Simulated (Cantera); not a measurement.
Input: 1 mol Si2H6, 0.12 mol H2O, 0.13 mol H2, at 1600 °C and 0.133 bar.

Cantera equilibrium calculation (NASA polynomials, part measured and part estimated; ideal gas, pure solids and liquids). The feed counts by its element totals alone. Gases not in the tables: Si2H6 and higher silanes. Equilibrium is a limit: real reactors are often held back by kinetics, nucleation or transport.

| species | before | after |
|---|---|---|
| H2 | 0.963 | 0.957 |
| SiO | 0.0356 | 0.0355 |
| H | 0.00174 | 0.00632 |
| Si | 6.63e-5 | 0.000884 |
| SiH | 2.21e-5 | 8.05e-5 |
| SiH2 | 4.73e-5 | 4.70e-5 |
| Si(l), mol | 1.88 | 1.88 |
Gas species are given as mole fractions.

**Question.** What was changed between the two runs?
(A) H2O from 0.12 to 1.1 mol
(B) pressure from 0.133 bar to 6.10 Pa
(C) H2O from 0.12 to 1 mol
(D) pressure from 0.133 bar to 10.0 mbar

**Answer.** D, pressure from 0.133 bar to 10.0 mbar
